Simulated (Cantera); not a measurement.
Feed: 1 mol C3H6, 0.04 mol H2O, 0.34 mol N2, at 6.50 mbar.

Equilibrium computed with Cantera from the NASA thermochemical tables; the gas is ideal and each condensed phase is pure. Candidate condensed phases: C, C6H6, C7H8, C8H18, H2O; 136 gas species. Equilibrium is a limit: real reactors are often held back by kinetics, nucleation or transport.

log p: log10 of the partial pressure in bar; n: condensed amount in mol.

```csv
T (°C),log p H2,log p CH4,log p N2,log p H2O,log p CO,n C(graphite)
252,-2.73,-2.46,-3.00,-3.93,-7.18,1.82
302,?,?,?,?,?,?
352,-2.34,-2.99,-3.12,-4.07,-5.58,2.53
402,-2.27,-3.38,-3.16,-4.18,-4.91,2.79
452,-2.25,-3.79,-3.18,-4.41,-4.44,2.90
502,-2.24,-4.18,-3.18,-4.81,-4.22,2.93
552,-2.24,-4.53,-3.19,-5.29,-4.15,2.95
602,-2.24,?,-3.19,?,-4.13,2.95
652,-2.24,-5.12,-3.19,-6.19,-4.12,2.96
702,-2.24,-5.38,-3.19,-6.58,-4.12,2.96
752,-2.24,-5.61,-3.19,-6.93,-4.12,2.96
802,-2.24,-5.82,-3.19,-7.26,-4.12,2.96
852,-2.24,-6.02,-3.19,-7.55,-4.12,2.96
902,-2.24,-6.19,-3.19,-7.82,-4.12,2.96
```

Question: Fill in the missing entries.

Answer: 
- 602, log p CH4: -4.84
- 602, log p H2O: -5.76
- 302, log p H2: -2.48
- 302, log p CH4: -2.66
- 302, log p N2: -3.06
- 302, log p H2O: -4.00
- 302, log p CO: -6.34
- 302, n C(graphite): 2.15
